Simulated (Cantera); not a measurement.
Input: 1 mol FeCl₃, 9.8 mol O₂, 0.84 mol N₂, at 1150 K and 0.133 bar.

Method: chemical equilibrium by Gibbs-energy minimisation in Cantera with the NASA 1993 tables (ideal gas, pure condensed phases). Candidate condensed phases: Fe, FeCl₂, FeCl₃, FeO, Fe₂O₃, Fe₃O₄; 19 gas species. Rates play no part.

Base state: O₂ 0.795, Cl₂ 0.125, N₂ 0.0735, FeCl₃ 0.00294, Cl 0.00266, FeCl₂ 0.000459, NO 7.80e-5, ClO 3.76e-5 (mole fractions); condensed: Fe₂O₃(s).

**Question.** What changes in the equilibrium state with this change: temperature from 1150 K to 623.15 K?

**Answer.** 
| species | before | after |
|---|---|---|
| O₂ | 0.795 | 0.795 |
| Cl₂ | 0.125 | 0.132 |
| N₂ | 0.0735 | 0.0737 |
| FeCl₃ | 0.00294 | 5.58e-9 |
| Cl | 0.00266 | 4.85e-8 |
| FeCl₂ | 0.000459 | <1e-9 |
| ClO | 3.76e-5 | 4.84e-9 |
| Fe₂O₃(s), mol | 0.481 | 0.500 |
Condensed phases not in the tables: FeOCl.

**Question.** What changes in the equilibrium state with this change: temperature from 1150 K to 775 K?

**Answer.** 
```json
[
 {"species": "O₂", "before": "0.795", "after": "0.795"},
 {"species": "Cl₂", "before": "0.125", "after": "0.132"},
 {"species": "N₂", "before": "0.0735", "after": "0.0737"},
 {"species": "FeCl₃", "before": "0.00294", "after": "1.86e-6"},
 {"species": "Cl", "before": "0.00266", "after": "5.11e-6"},
 {"species": "FeCl₂", "before": "0.000459", "after": "1.05e-9"},
 {"species": "ClO", "before": "3.76e-5", "after": "2.25e-7"},
 {"species": "NO", "before": "7.80e-5", "after": "7.65e-7"},
 {"species": "Fe₂O₃(s), mol", "before": "0.481", "after": "0.500"}
]
```
Condensed phases not in the tables: FeOCl.
